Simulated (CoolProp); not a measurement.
Aqueous ethanol as a coolant, 32 % by mass, freezing at -22.1 °C, 1 atm.

The numbers come from the Melinder's fits for secondary coolants in CoolProp.

| T (°C) | density (kg/m³) | Prandtl number | cp (kJ/(kg K)) | conductivity (W/(m K)) |
|---|---|---|---|---|
| -15.5 | 969.6 | 194 | 4.028 | 0.379 |
| -8.6 | (withheld) | 121 | 4.069 | (withheld) |
| -1.7 | 963.2 | 80.1 | 4.103 | 0.387 |
| 5.3 | 959.4 | 55.0 | 4.133 | 0.391 |
| 12.2 | 955.4 | 39.6 | 4.158 | 0.396 |
| 19.1 | 951.2 | (withheld) | 4.179 | 0.400 |
| 26 | 946.7 | 22.7 | 4.199 | 0.404 |
| 32.9 | 942.0 | 17.9 | (withheld) | 0.408 |

Question: Fill in the missing entries.

Answer: 
- -8.6, density (kg/m³): 966.6
- -8.6, conductivity (W/(m K)): 0.383
- 19.1, Prandtl number: 29.5
- 32.9, cp (kJ/(kg K)): 4.218
